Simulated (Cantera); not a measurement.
# Pyrogenic steam for wet oxidation

A perfectly stirred reactor is fed with 18.8 % H2, 12.5 % O2, 68.8 % N2, at 750 Torr; it is held at 875 K, and followed from long to short residence time.

Detailed kinetics in Cantera: the H2/O2 subset of GRI-Mech 3.0, which has no nitrogen chemistry. Below about 950 K walls govern HO2 and H2O2 in real vessels. The temperature is held fixed by assumption; the heat of reaction is taken as removed at once.

```
τ (s)     x H2    x O2     x H2O     x HO2    x H2O2       x O
------  ------  ------  --------  --------  --------  --------
20      0.0633  0.0649     0.137   1.57e-5  0.000331   5.40e-9
5.0      0.130  0.0971    0.0626   2.03e-5  0.000599   6.73e-9
1.2      0.172   0.117    0.0163   2.06e-5  0.000613   7.53e-9
0.30     0.186   0.124   0.00147   1.32e-5  0.000233   3.38e-9
0.073    0.187   0.125   7.80e-6   1.92e-6   4.62e-6  1.18e-10
0.018    0.188   0.125   1.36e-8   2.56e-8   1.08e-8  1.35e-12
0.0044   0.188   0.125   1.18e-9   4.17e-9  4.57e-10    <1e-12
0.0011   0.188   0.125  2.33e-10  9.77e-10  2.72e-11    <1e-12
```
x: mole fraction; the columns are a selection and need not sum to one.
